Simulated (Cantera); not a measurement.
A closed system holds: 1 mol Al, 2.7 mol Cl₂, 0.81 mol N₂, equilibrated at 700 °C and 12.0 Pa.

Cantera equilibrium calculation (NASA polynomials, part measured and part estimated; ideal gas, pure solids and liquids). The numbers say what is thermodynamically allowed, not how fast it happens.

| species | before | after |
|---|---|---|
| Cl | 0.0146 | 0.396 |
| AlCl₃ | 0.330 | 0.267 |
| N₂ | 0.267 | 0.216 |
| Cl₂ | 0.388 | 0.122 |
Gas species are given as mole fractions.

### Question
Which change was made?
A. temperature from 700 °C to 1027 °C
B. temperature from 700 °C to 525 °C
C. pressure from 12.0 Pa to 54.0 mbar
D. pressure from 12.0 Pa to 1.33 mbar

### Answer
A, temperature from 700 °C to 1027 °C
